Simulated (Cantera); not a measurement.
Cantera run, input and output.

```python
import numpy as np
import cantera as ct

gas = ct.Solution("gri30.yaml")
gas.TPX = 1050, 100000, {'H2': 1.5, 'O2': 0.18, 'N2': 2}
inlet = ct.Reservoir(gas, clone=True)

reactor = ct.IdealGasConstPressureReactor(gas, energy="off", clone=False)
exhaust = ct.Reservoir(gas, clone=True)
tau = [0.91, 0.41, 0.18, 0.081, 0.036, 0.016, 0.0073, 0.0033, 0.0015, 0.00065, 0.00029][0]
for a, b in ((inlet, reactor), (reactor, exhaust)):
    ct.MassFlowController(a, b, mdot=lambda t: reactor.mass / tau)
net = ct.ReactorNet([reactor])
show = ['H2', 'O2', 'HO2', 'H2O2', 'NO2', 'H2O', 'H']

rows = []
print(f"{'tau/s':>10s}{'T/K':>9s}" + "".join(f"{s:>11s}" for s in show))
for tau in [0.91, 0.41, 0.18, 0.081, 0.036, 0.016, 0.0073, 0.0033, 0.0015, 0.00065, 0.00029]:
    net.initial_time = 0.0
    net.advance(30 * tau)
    before = gas.X
    net.advance(40 * tau)
    drift = np.max(np.abs(gas.X - before) / (gas.X + 1e-9))
    rows.append([gas.T, *gas[show].X, drift])
    print(f"{tau:10.3e}{gas.T:9.1f}" + "".join(f"{x:11.3e}" for x in gas[show].X))
```

Result:

```
     tau/s      T/K         H2         O2        HO2       H2O2        NO2        H2O          H
 9.100e-01   1050.0  3.258e-01  1.460e-04  1.968e-07  1.178e-08  6.384e-15  1.025e-01  2.128e-04
 4.100e-01   1050.0  3.259e-01  2.179e-04  2.936e-07  1.218e-08  2.268e-14  1.024e-01  3.161e-04
 1.800e-01   1050.0  3.260e-01  3.297e-04  4.438e-07  1.254e-08  7.170e-14  1.021e-01  4.751e-04
 8.100e-02   1050.0  3.261e-01  4.930e-04  6.627e-07  1.291e-08  1.660e-13  1.018e-01  7.042e-04
 3.600e-02   1050.0  3.263e-01  7.431e-04  9.963e-07  1.338e-08  3.057e-13  1.012e-01  1.047e-03
 1.600e-02   1050.0  3.266e-01  1.123e-03  1.499e-06  1.403e-08  4.983e-13  1.004e-01  1.550e-03
 7.300e-03   1050.0  3.270e-01  1.679e-03  2.229e-06  1.502e-08  7.665e-13  9.920e-02  2.252e-03
 3.300e-03   1050.0  3.278e-01  2.535e-03  3.336e-06  1.672e-08  1.169e-12  9.734e-02  3.255e-03
 1.500e-03   1050.0  3.291e-01  3.845e-03  4.988e-06  1.985e-08  1.764e-12  9.449e-02  4.622e-03
 6.500e-04   1050.0  3.315e-01  6.047e-03  7.657e-06  2.670e-08  2.695e-12  8.972e-02  6.534e-03
 2.900e-04   1050.0  3.359e-01  9.501e-03  1.157e-05  4.121e-08  3.916e-12  8.227e-02  8.746e-03
```

Computed with Cantera and GRI-Mech 3.0 (53 species, 325 reactions). The temperature is held fixed by assumption; the heat of reaction is taken as removed at once.
